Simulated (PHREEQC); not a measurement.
**Metal-bearing waste water (model solution)**

Make-up at 25 °C: 1 mmol/kgw FeCl3, 0.045 mmol/kgw ZnCl2, 76 mmol/kgw HCl and 0.31 mmol/kgw Na2SO4. Closed to the air; pH follows from the charge balance.

Computed with PHREEQC (ion-association model, wateq4f.dat).

```
Quantity                   Value
----------------  --------------
pH                          1.20
ionic strength    0.0808 mol/kgw
total alkalinity    -78.0 meq/kg
```

| species | molality | activity | log γ |
|---|---|---|---|
| Cl- | 0.0786 | 0.0612 | -0.108 |
| H+ | 0.0758 | 0.0632 | -0.079 |
| Na+ | 0.000620 | 0.000493 | -0.100 |
| Fe+3 | 0.000461 | 9.02e-5 | -0.709 |
| FeCl+2 | 0.000414 | 0.000167 | -0.395 |
| HSO4- | 0.000202 | 0.000159 | -0.102 |
| SO4-2 | 6.49e-5 | 2.59e-5 | -0.399 |
| FeCl2+ | 5.75e-5 | 4.56e-5 | -0.101 |
| Zn+2 | 4.10e-5 | 1.74e-5 | -0.372 |
| FeSO4+ | 3.22e-5 | 2.56e-5 | -0.099 |
| FeOH+2 | 2.28e-5 | 9.18e-6 | -0.395 |

This is a speciation only: nothing precipitates in the calculation. The solution is supersaturated, for example in Hematite (slow to form), Goethite (slow to form), so a real one may precipitate; this is no full list.
